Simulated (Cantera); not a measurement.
Mixture: H₂ : O₂ : N₂ : H₂O = 1 : 0.312 : 1.17 : 0.11 (molar parts), equivalence ratio 1.6, at 10.0 bar, adiabatic and at constant pressure. Ignition delay is the time to a rise of 400 K.

Cantera simulation using GRI-Mech 3.0 (53 species, 325 reactions); the numbers are that mechanism's predictions, not measurements. The hydrogen kinetics of GRI-Mech 3.0 are dated; newer H2 mechanisms differ, most at raised pressure. Below about 950 K walls govern HO2 and H2O2 in real vessels.

Question: What does this change do: pressure from 10.0 bar to 0.950 bar?

Answer: 
```csv
quantity,before,after
delay at 873 K,0.196 s,0.778 s
delay at 948 K,26.4 ms,36.2 ms
delay at 1023 K,4.68 ms,0.359 ms
delay at 1098 K,0.978 ms,0.119 ms
delay at 1173 K,0.212 ms,66.7 µs
delay at 1248 K,39.3 µs,44.1 µs
apparent activation energy between 1098 and 1248 K,240 kJ/mol,75 kJ/mol
```
